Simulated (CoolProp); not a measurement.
R134a along the isobar 10100 kPa: fugacity coefficient from the reference equation and from simpler models built on Tc = 374.2 K, pc = 4059 kPa, ω = 0.327; each cubic takes its own stable root.

Model: reference Helmholtz-energy equation of state, Tillner-Roth 1994, in CoolProp.

| T (K) | phase | reference |
|---|---|---|
| 246.9 | liquid | 0.01365 |
| 258.6 | liquid | 0.02208 |
| 270.3 | liquid | 0.03385 |
| 281.9 | liquid | 0.04937 |
| 293.6 | liquid | 0.06936 |
| 305.3 | liquid | 0.09402 |
| 317 | liquid | 0.1235 |
| 328.6 | liquid | 0.1574 |
| 340.3 | liquid | 0.1961 |
| 352 | liquid | 0.2389 |
| 363.7 | liquid | 0.2851 |
| 375.3 | supercritical | 0.3334 |
| 387 | supercritical | 0.3836 |
| 398.7 | supercritical | 0.4342 |
| 410.4 | supercritical | 0.4837 |
| 422 | supercritical | 0.5304 |

Problem. How far does each simpler model (van der Waals, Redlich-Kwong, Soave-Redlich-Kwong, Peng-Robinson) lie from the reference over these 16 states: mean and median of the absolute difference, and the worst?

Solution. 
- van der Waals: mean 135.1 %, median 63.7 %, worst +586.2 % at 246.9 K and 10100 kPa
- Redlich-Kwong: mean 37.0 %, median 24.7 %, worst +120.0 % at 246.9 K and 10100 kPa
- Soave-Redlich-Kwong: mean 7.3 %, median 7.5 %, worst +8.4 % at 340.3 K and 10100 kPa
- Peng-Robinson: mean 1.2 %, median 1.3 %, worst +1.7 % at 340.3 K and 10100 kPa
